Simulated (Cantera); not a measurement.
Charge: 1 mol Si, 0.94 mol O₂, 5.7 mol N₂, equilibrated at 133 Pa.

Equilibrium computed with Cantera from the NASA thermochemical tables; the gas is ideal and each condensed phase is pure. Candidate condensed phases: Si, SiO₂, Si₂N₂O, Si₃N₄; 16 gas species. N₂ is the only nitrogen source here; it is nearly inert below about 1500 K, so the nitride shown seldom forms there in practice. Mutual solubility and eutectic melting of coexisting phases are not modelled. The tables hold silica as quartz up to 1696 K and as liquid above; real silica turns to tridymite and cristobalite and melts near 1996 K. The numbers say what is thermodynamically allowed, not how fast it happens.

Q: Which condensed phases are stable at each of these points (T (K)): 1250, 1350, 1450, 1550, 1650, 1750, 1850, 1950?

A: 
```
T (K)            condensed phases  Si condensed (%)
-----  --------------------------  ----------------
1250   SiO₂(β-quartz) + Si₂N₂O(s)             100.0
1350   SiO₂(β-quartz) + Si₂N₂O(s)              99.9
1450   SiO₂(β-quartz) + Si₂N₂O(s)              97.8
1550               SiO₂(β-quartz)              88.0
1650               SiO₂(β-quartz)              88.0
1750              SiO₂(condensed)              88.0
1850              SiO₂(condensed)              88.0
1950              SiO₂(condensed)              87.8
```

From 1250 K to 1450 K the condensed part is SiO₂(β-quartz) + Si₂N₂O(s). From 1550 K to 1650 K the condensed part is SiO₂(β-quartz). From 1750 K to 1950 K the condensed part is SiO₂(condensed).
